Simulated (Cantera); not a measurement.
Feed: 1 mol Si, 1.5 mol NF₃, 1.1 mol Cl₂, equilibrated at 0.120 bar.

Method: chemical equilibrium by Gibbs-energy minimisation in Cantera with the NASA 1993 tables (ideal gas, pure condensed phases). Candidate condensed phases: Si, Si₃N₄; 24 gas species. Equilibrium is a limit: real reactors are often held back by kinetics, nucleation or transport.

**Question.** At 1300 °C, list the 6 most abundant gas species with their mole fractions, and the condensed phases.

**Answer.** SiF₄ 0.297, N₂ 0.223, Cl₂ 0.208, Cl 0.123, ClF 0.116, F 0.0329. Condensed: gas only.
